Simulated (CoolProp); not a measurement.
Vapour pressure (kPa) of n-undecane: the reference equation beside estimates from Tc = 638.8 K, pc = 1990 kPa, ω = 0.539.

Computed with CoolProp (reference Helmholtz-energy equation of state, Aleksandrov 2011). It is a short technical equation, of lower accuracy than the large ones.

```csv
T (K),reference,Lee-Kesler,van der Waals,Redlich-Kwong,Soave-Redlich-Kwong,Peng-Robinson
371.6,4.134,3.959,144.3,29.23,3.971,4.268
378,5.444,5.234,159.5,35.18,5.247,5.600
384.4,7.087,6.841,175.8,42.02,6.854,7.267
390.8,9.126,8.844,193.3,49.84,8.856,9.332
397.2,11.63,11.32,211.8,58.71,11.33,11.87
403.7,14.73,14.39,231.8,68.89,14.40,15.00
410.1,18.42,18.07,252.8,80.15,18.07,18.73
416.5,22.84,22.49,274.9,92.73,22.48,23.20
422.9,28.09,27.75,298.3,106.7,27.74,28.50
429.3,34.27,33.98,323.0,122.2,33.96,34.76
435.8,41.64,41.42,349.5,139.5,41.40,42.21
```

Absolute difference from the reference over all 11 rows, mean and median: Lee-Kesler 2.3 and 2.3 %, van der Waals 1703.1 and 1473.7 %, Redlich-Kwong 388.9 and 367.7 %, Soave-Redlich-Kwong 2.3 and 2.2 %, Peng-Robinson 2.0 and 1.8 %.
